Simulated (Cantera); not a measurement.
**Adiabatic ignition**

An adiabatic, constant-pressure homogeneous reactor starts with 12.8 % CH4, 15.3 % H2, 15.1 % O2, 56.8 % N2, equivalence ratio 2.2, at 1650 K and 10.0 bar.

Computed with Cantera and GRI-Mech 3.0 (53 species, 325 reactions).

| t (s) | T (K) | x CH4 | x H2 | x O2 | x N2O | x OH |
|---|---|---|---|---|---|---|
| 3.00e-6 | 1653 | 0.127 | 0.153 | 0.150 | 1.53e-9 | 1.29e-5 |
| 1.14e-5 | 2114 | 0.0642 | 0.149 | 0.0843 | 1.09e-7 | 0.000416 |
| 4.31e-5 | 2699 | 3.49e-5 | 0.219 | 8.39e-6 | 4.93e-8 | 0.00135 |
| 0.000164 | 2696 | 1.20e-9 | 0.219 | 9.06e-6 | 3.72e-8 | 0.00140 |
| 0.000621 | 2697 | 1.16e-9 | 0.219 | 9.14e-6 | 2.63e-8 | 0.00141 |
| 0.00235 | 2697 | 1.15e-9 | 0.219 | 9.17e-6 | 2.41e-8 | 0.00141 |
| 0.00892 | 2697 | 1.15e-9 | 0.219 | 9.17e-6 | 2.40e-8 | 0.00141 |
| 0.0338 | 2697 | 1.15e-9 | 0.219 | 9.17e-6 | 2.40e-8 | 0.00141 |
| 0.128 | 2697 | 1.15e-9 | 0.219 | 9.17e-6 | 2.40e-8 | 0.00141 |
| 0.487 | 2697 | 1.15e-9 | 0.219 | 9.17e-6 | 2.40e-8 | 0.00141 |
| 1.85 | 2697 | 1.15e-9 | 0.219 | 9.17e-6 | 2.40e-8 | 0.00141 |
| 7.00 | 2697 | 1.15e-9 | 0.219 | 9.17e-6 | 2.40e-8 | 0.00141 |
x: mole fraction; the columns are a selection and need not sum to one.

time of steepest temperature rise: 12.4 µs
temperature at 7.00 s: 2697 K
equilibrium temperature: 2697 K
x(CH4) at 7.00 s: 1.15e-9 (gas-phase equilibrium 1.30e-9)
x(H2) at 7.00 s: 0.219 (gas-phase equilibrium 0.219)
x(O2) at 7.00 s: 9.17e-6 (gas-phase equilibrium 9.17e-6)
